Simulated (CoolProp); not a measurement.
Fluoroethane (R161) at 212.59 K and 0.00444 MPa is throttled through a valve to 0.0024 MPa with no heat exchange. Each further row changes one setting.

Computed with CoolProp (reference Helmholtz-energy equation of state, Wu 2012).

```
case                         temperature change (K)  final density (kg/m³)
---------------------------  ----------------------  ---------------------
as stated                                      -0.1                      ?
outlet pressure 0.00072 MPa                       ?                      ?
outlet pressure 0.00312 MPa                    -0.1                      ?
```

Task: What belongs in the gaps?

Result: 
- as stated, final density (kg/m³): 0.0654
- outlet pressure 0.00072 MPa, temperature change (K): -0.2
- outlet pressure 0.00072 MPa, final density (kg/m³): 0.0196
- outlet pressure 0.00312 MPa, final density (kg/m³): 0.0850
